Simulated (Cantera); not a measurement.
Charge: 1 mol Si3N4, 0.01 mol N2O, 62 mol H2, equilibrated at 13.3 mbar.

Equilibrium computed with Cantera from the NASA thermochemical tables; the gas is ideal and each condensed phase is pure. Candidate condensed phases: H2O, Si, SiO2, Si2N2O, Si3N4; 35 gas species. Gases not in the tables: Si2H6 and higher silanes. Kinetics and transport are ignored.

**Question.** What share of the Si ends up in condensed phases as a function of T (K), at 1623, 1673, 1723, 1773, 1823, 1873, 1923, 1973, 2023, 2073, 2123?

**Answer.** 
```json
[
 {"T (K)": "1623", "Si condensed (%)": "99.6", "as": "Si(s)"},
 {"T (K)": "1673", "Si condensed (%)": "99.6", "as": "Si(s)"},
 {"T (K)": "1723", "Si condensed (%)": "99.4", "as": "Si(l)"},
 {"T (K)": "1773", "Si condensed (%)": "99.2", "as": "Si(l)"},
 {"T (K)": "1823", "Si condensed (%)": "98.8", "as": "Si(l)"},
 {"T (K)": "1873", "Si condensed (%)": "97.9", "as": "Si(l)"},
 {"T (K)": "1923", "Si condensed (%)": "96.4", "as": "Si(l)"},
 {"T (K)": "1973", "Si condensed (%)": "93.7", "as": "Si(l)"},
 {"T (K)": "2023", "Si condensed (%)": "89.1", "as": "Si(l)"},
 {"T (K)": "2073", "Si condensed (%)": "81.3", "as": "Si(l)"},
 {"T (K)": "2123", "Si condensed (%)": "68.3", "as": "Si(l)"}
]
```
